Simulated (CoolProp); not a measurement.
Properties of nitrogen along the isotherm -139.75 °C (Tc = -147.0 °C, pc = 3.396 MPa, ω = 0.037).

Model: reference Helmholtz-energy equation of state, Span 2000, in CoolProp.

| p (MPa) | phase | cp (kJ/(kg K)) | isothermal compressibility (1/MPa) | expansivity (1/kK) | viscosity (µPa s) | conductivity (mW/(m K)) |
|---|---|---|---|---|---|---|
| 0.943 | gas | 1.193 | 1.161 | (withheld) | 9.44 | 13.4 |
| 1.89 | gas | 1.457 | (withheld) | 13.55 | 10.0 | 15.1 |
| 2.83 | gas | 2.012 | 0.5422 | 21.52 | 10.9 | 18.1 |
| 3.77 | supercritical | 3.868 | 0.6162 | 47.55 | 12.7 | 25.2 |
| 4.72 | supercritical | 8.958 | 0.5661 | 106.3 | (withheld) | 44.3 |
| 5.66 | supercritical | 4.595 | 0.1353 | 40.03 | 28.6 | 50.2 |
| 6.6 | supercritical | 3.500 | 0.06985 | 25.29 | 33.1 | 54.5 |
| 7.55 | supercritical | 3.024 | 0.04662 | 19.21 | 36.5 | 58.1 |
| 8.49 | supercritical | 2.755 | 0.03508 | 15.89 | (withheld) | 61.2 |

Question: Complete the blanks.

Answer: 
- 0.943, expansivity (1/kK): 9.723
- 1.89, isothermal compressibility (1/MPa): 0.6599
- 4.72, viscosity (µPa s): 20.3
- 8.49, viscosity (µPa s): 39.2

The peak of cp marks the crossing from liquid-like to gas-like fluid above the critical point.

Viscosity comes from a separate model (Lemmon 2004). Thermal conductivity comes from a separate model (Lemmon 2004).
